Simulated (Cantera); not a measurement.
## Low-pressure radical oxidation in H2/O2

An isothermal, constant-pressure homogeneous reactor starts with 7.58 % H₂, 92.4 % O₂, equivalence ratio 0.041, at 900 K and 1.88 Torr.

Cantera simulation using GRI-Mech 3.0 (53 species, 325 reactions); the numbers are that mechanism's predictions, not measurements. Radical loss at walls, strong at low pressure, is not modelled. Below about 950 K walls govern HO2 and H2O2 in real vessels. The temperature is held fixed by assumption; the heat of reaction is taken as removed at once.

```
t (s)         x H₂   x O₂     x H₂O       x H     x HO₂
--------  --------  -----  --------  --------  --------
6.00e-6     0.0758  0.924    <1e-12    <1e-12    <1e-12
2.50e-5     0.0758  0.924    <1e-12    <1e-12    <1e-12
0.000104    0.0758  0.924    <1e-12    <1e-12    <1e-12
0.000436    0.0758  0.924    <1e-12  2.42e-12  2.65e-12
0.00182     0.0758  0.924  4.05e-12  1.03e-11  1.11e-11
0.00758     0.0758  0.924  2.28e-10  1.44e-10  4.77e-11
0.0316      0.0758  0.924   3.36e-6   1.73e-6   2.20e-8
0.132      0.00179  0.894    0.0655    0.0178   2.34e-6
0.551     0.000296  0.917    0.0774   0.00120   1.81e-6
2.30       1.43e-5  0.921    0.0787   1.24e-5   5.28e-7
9.59       7.32e-7  0.921    0.0788   1.75e-7   7.17e-8
40.0       6.49e-8  0.921    0.0788   5.74e-9   9.59e-9
```
x: mole fraction; the columns are a selection and need not sum to one.

Equilibrium at this temperature and pressure: H₂ 5.28e-12, O₂ 0.921, H₂O 0.0788, H <1e-12, HO₂ 9.48e-11 (gas phase only).
